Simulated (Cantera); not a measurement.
Input (Python, Cantera) and output of one run.

```python
import numpy as np
import cantera as ct

gas_names = """
    Electron C C+ C- CH CH+ CH2 CH3 CH2OH CH3O CH4 CH3OH CO CO+ CO2 CO2+ COOH C2 C2+ C2- C2H CHCO,ketyl
    C2H2,acetylene C2H2,vinylidene CH2CO,ketene C2H3,vinyl CH3CO,acetyl C2H4 C2H4O,ethylen
    CH3CHO,ethanal CH3COOH (HCOOH)2 C2H5 C2H6 CH3OCH3 C2H5OH C2O C3 C3H3,propargyl C3H4,allene
    C3H4,propyne C3H4,cyclo- C3H5,allyl C3H6,propylene C3H6,cyclo- C3H6O C3H7,n-propyl C3H7,i-propyl
    C3H8 C3H8O,1propanol C3H8O,2propanol C3O2 C4 C4H2 C4H4,1,3-cyclo- C4H6,butadiene C4H6,2-butyne
    C4H6,cyclo- C4H8,1-butene C4H8,cis2-buten C4H8,tr2-butene C4H8,isobutene C4H8,cyclo- (CH3COOH)2
    C4H9,n-butyl C4H9,i-butyl C4H9,s-butyl C4H9,t-butyl C4H10,isobutane C4H10,n-butane C5 C5H6,1,3cyclo-
    C5H8,cyclo- C5H10,1-pentene C5H10,cyclo- C5H11,pentyl C5H11,t-pentyl C5H12,n-pentane C5H12,i-pentane
    CH3C(CH3)2CH3 C6H2 C6H5,phenyl C6H5O,phenoxy C6H6 C6H5OH,phenol C6H10,cyclo- C6H12,1-hexene
    C6H12,cyclo- C6H13,n-hexyl C7H7,benzyl C7H8 C7H8O,cresol C7H14,1-heptene C7H15,n-heptyl
    C7H16,n-heptane C8H8,styrene C8H10,ethylbenz C8H16,1-octene C8H17,n-octyl C8H18,isooctane
    C8H18,n-octane C9H19,n-nonyl C10H8,naphthale C10H21,n-decyl C12H9,o-bipheny C12H10,bipheny H H+ H-
    HCO HCO+ HO2 H2 H2+ H2- HCHO,formaldehy HCOOH H2O H2O+ H2O2 H3O+ O O+ O- OH OH+ OH- O2 O2+ O2- O3
""".split()
cond_names = """
    C(gr) C6H6(L) C7H8(L) C8H18(L),n-octa H2O(s) H2O(L)
""".split()


def load(file, names, dense=False):
    # The tables refer to 1 bar. Condensed volumes are neglected.
    table = {s.name: s for s in ct.Species.list_from_file(file)}
    out = []
    for n in names:
        d = dict(table[n].input_data)
        d["thermo"] = dict(d["thermo"], **{"reference-pressure": 1e5})
        if dense:
            d["equation-of-state"] = {"model": "constant-volume", "density": "1e6 g/cm^3"}
        out.append(ct.Species.from_dict(d))
    return out


gas = ct.Solution(thermo="ideal-gas", species=load("nasa_gas.yaml", gas_names))
cond = {s.name: ct.Solution(thermo="fixed-stoichiometry", species=[s], name=s.name)
        for s in load("nasa_condensed.yaml", cond_names, dense=True)}
atoms = {
    'CH3OH': {'C': 1, 'H': 4, 'O': 1},
    'H2O': {'H': 2, 'O': 1},
    'H2': {'H': 2},
}
top_T = {'C(gr)': 4500}  # K; cautious upper limits of use, not melting points


def equilibrate(T, P, feed):
    n = {}
    for name, mol in feed.items():
        for a, k in atoms[name].items():
            n[a] = n.get(a, 0.0) + k * mol
    gas.TPX = T, P, n
    mass = sum(n.values()) * gas.mean_molecular_weight
    gas.equilibrate("TP")
    valid = [c for c in cond.values() if c.min_temp <= T <= top_T.get(c.name, c.max_temp)]
    mix = ct.Mixture([(gas, mass / gas.mean_molecular_weight)] + [(c, 0.0) for c in valid])
    mix.T, mix.P = T, P
    mix.equilibrate("TP", solver="vcs", rtol=1e-11, max_steps=5000)
    return mix


results = []
feed = {'CH3OH': 1, 'H2O': 0.12, 'H2': 1.6}  # mol
P = 800000  # Pa
for T in [2500, 2750, 3000, 3250, 3500, 3750, 4000, 4250, 4500, 4750, 5000]:
    mix = equilibrate(T, P, feed)
    results.append((T, P, feed, dict(zip(mix.species_names, mix.species_moles))))

top = {s: max(r[3][s] / sum(r[3][g] for g in gas_names) for r in results) for s in gas_names}
cols = sorted((s for s in top if top[s] > 1e-05), key=lambda s: -top[s])[:6]
seen = [c for c in cond_names if any(r[3].get(c, 0) > 1e-12 for r in results)]
print("log10 of partial pressures in bar; condensed amounts in mol")
print(f"{'T/K':>10s}" + "".join(f"{s[:9]:>10s}" for s in cols + seen))
for T, P, feed, n in results:
    ng = sum(n[g] for g in gas_names)
    print(f"{T:10.4g}" + "".join(f"{np.log10(max(n[s] / ng * P / 1e5, 1e-99)):10.3f}" for s in cols)
          + "".join(f"{n.get(c, 0):10.4g}" for c in seen))
```

Result:

```
log10 of partial pressures in bar; condensed amounts in mol
       T/K        H2         H        CO       H2O         O        OH
      2500     0.782    -1.209     0.225    -0.713    -5.560    -3.387
      2750     0.775    -0.777     0.223    -0.717    -4.592    -2.840
      3000     0.762    -0.421     0.217    -0.728    -3.784    -2.389
      3250     0.736    -0.125     0.206    -0.753    -3.102    -2.016
      3500     0.695     0.119     0.189    -0.801    -2.525    -1.714
      3750     0.632     0.317     0.166    -0.889    -2.043    -1.485
      4000     0.543     0.474     0.135    -1.036    -1.658    -1.338
      4250     0.426     0.593     0.101    -1.263    -1.376    -1.287
      4500     0.281     0.679     0.067    -1.572    -1.192    -1.328
      4750     0.115     0.738     0.038    -1.942    -1.084    -1.441
      5000    -0.064     0.776     0.016    -2.341    -1.023    -1.593
```

Equilibrium computed with Cantera from the NASA thermochemical tables; the gas is ideal and each condensed phase is pure.
